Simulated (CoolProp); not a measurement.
Carbonyl sulfide along the isotherm 397.9 K: fugacity coefficient from the reference equation and from simpler models built on Tc = 378.8 K, pc = 6369 kPa, ω = 0.098; each cubic takes its own stable root.

The numbers come from the reference Helmholtz-energy equation of state, Lemmon 2006 in CoolProp. It is a short technical equation, of lower accuracy than the large ones.

| p (kPa) | phase | reference | Redlich-Kwong | Soave-Redlich-Kwong |
|---|---|---|---|---|
| 3570 | gas | 0.8424 | 0.8396 | 0.8411 |
| 7140 | supercritical | 0.6859 | 0.6837 | 0.6872 |
| 10700 | supercritical | 0.5314 | 0.5355 | 0.5412 |
| 14300 | supercritical | 0.4380 | 0.4468 | 0.4524 |
| 17900 | supercritical | 0.3822 | 0.3935 | 0.3987 |
| 21400 | supercritical | 0.3468 | 0.3597 | 0.3647 |
| 25000 | supercritical | 0.3218 | 0.3358 | 0.3406 |
| 28600 | supercritical | 0.3042 | 0.3191 | 0.3238 |
| 32100 | supercritical | 0.2919 | 0.3076 | 0.3123 |
| 35700 | supercritical | 0.2829 | 0.2993 | 0.3039 |
| 39300 | supercritical | 0.2765 | 0.2937 | 0.2983 |
| 42900 | supercritical | 0.2723 | 0.2902 | 0.2948 |
| 46400 | supercritical | 0.2699 | 0.2883 | 0.2930 |
| 50000 | supercritical | 0.2687 | 0.2879 | 0.2926 |
